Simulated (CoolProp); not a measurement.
Vapour-liquid equilibrium of propylene (1) + dimethyl ether (2) at 0.692 bar; x and y are mole fractions of (1).

Model: multi-fluid Helmholtz-energy mixture model, Lemmon 2013 and Wu 2011; pair parameters Bell 2016, in CoolProp.

Problem. Give the bubble temperature and the first vapour's composition at x = 0.05, 0.125, 0.2. Is there an azeotrope?

Solution. x = 0.05: -35.6 °C, y = 0.151; x = 0.125: -38.8 °C, y = 0.326; x = 0.2: -41.5 °C, y = 0.456. No azeotrope shows between x = 0.05 and 0.95.

The pair parameters rest on a limited set of measurements; away from them the model extrapolates.
